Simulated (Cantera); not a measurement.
# Nb + O₂ + H₂ + H₂O (tantalum, niobium, vanadium and zirconium in process gases)

Input: 1 mol Nb, 0.046 mol O₂, 170 mol H₂, 0.15 mol H₂O.

Method: chemical equilibrium by Gibbs-energy minimisation in Cantera with the NASA 1993 tables (ideal gas, pure condensed phases). Candidate condensed phases: H₂O, Nb, NbO, NbO₂, Nb₂O₅; 12 gas species. Mutual solubility and eutectic melting of coexisting phases are not modelled. NbO: taken at fixed stoichiometry. Condensed phases not in the tables: N, O or C dissolved in the metal. Rates play no part.

Stable condensed phases:

```
T in K \ P in Pa
            0.10    0.50     2.5      13      63     320    1600    7900   40000  200000 1000000
   2775        A       A       A       A       B       B       B       B       B       B       B
   2575        A       A       A       B       B       B       B       B       B       B       B
   2375        A       B       B       B       B       B       B       B       B       B       B
   2175        B       B       B       B       B       B       B       B       B       B       B
   1975        B       B       B       B       B       B       C       C       C       C       C
   1775        B       B       C       C       C       C       C       C       C       C       C
   1575        C       C       C       C       C       C       C       C       C       C       C
   1375        C       C       C       C       C       C       C       C       C       C       C
   1175        C       C       C       C       C       C       C       C       C       C       C
```

A: gas only; B: Nb; C: Nb + NbO.
